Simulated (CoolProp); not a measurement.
The fluid at 494.1 K and 0.41 MPa flows at 1 m/s in a round tube of 4.6 mm bore and 1.5 µm roughness, fully developed (64/Re and Nu = 3.66 if laminar; Colebrook and Gnielinski if turbulent). The same conditions are run with several fluids, on thermodynamics alone (safety and materials aside).

The numbers come from the reference Helmholtz-energy equation of state of each fluid (R410A: Lemmon 2003; n-hexane: Thol 2019; ammonia: Gao 2020; ethane: Bücker 2006; c-C4F8 (RC318): Platzer 1990) in CoolProp. The equations of Platzer and Polt are older, rougher fits. Blends and air are pseudo-pure fits.

| fluid | Reynolds number | Darcy friction factor | pressure drop (Pa/m) | heat-transfer coefficient (W/(m² K)) | mass flow (kg/h) |
|---|---|---|---|---|---|
| R410A | 1590 | 0.0402 | 31.9 | 22.3 | … |
| n-hexane | 4000 | 0.0402 | … | 102 | 0.544 |
| ammonia | 446 | 0.143 | 26.7 | 41.7 | 0.102 |
| ethane | 945 | 0.0677 | 22.2 | 42.0 | 0.181 |
| c-C4F8 (RC318) | 4940 | 0.0379 | … | 93.6 | 1.22 |

Q: Fill in the missing entries.

A: 
- R410A, mass flow (kg/h): 0.437
- n-hexane, pressure drop (Pa/m): 39.8
- c-C4F8 (RC318), pressure drop (Pa/m): 83.9

Transport values come from each fluid's own correlations; those of c-C4F8 (RC318) are estimates that may be off by 10 % or more.
